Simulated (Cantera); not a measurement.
Feed: 1 mol Si₂Cl₆, 17 mol NH₃, 70 mol H₂, equilibrated at 1923.15 K and 0.0240 bar.

These are equilibrium values from Cantera (NASA tables, ideal gas, pure condensed phases), not measurements of a reactor. Candidate condensed phases: NH₄Cl, Si, Si₃N₄; 28 gas species. The feed counts by its element totals alone. The tables' values for SiCl, SiCl₃ are old estimates; treat these amounts as uncertain. Gases not in the tables: Si₂H₆ and higher silanes. Rates play no part.

Base state: H₂ 0.864, N₂ 0.0791, HCl 0.0437, SiCl₂ 0.00582, H 0.00566, Si 0.000708, SiCl 0.000225, Cl 0.000215 (mole fractions); condensed: Si(l).

### Question
What changes in the equilibrium state with this change: pressure from 0.0240 bar to 5.20e-5 bar?

### Answer
| species | before | after |
|---|---|---|
| H₂ | 0.864 | 0.746 |
| H | 0.00566 | 0.113 |
| N₂ | 0.0791 | 0.0734 |
| Si | 0.000708 | 0.0165 |
| HCl | 0.0437 | 0.0456 |
| SiCl₃ | 1.29e-5 | 4.30e-8 |
| Cl | 0.000215 | 0.00520 |
| Si(l), mol | 1.25 | 0 |
The tables' values for SiCl, SiN are old estimates; treat these amounts as uncertain.
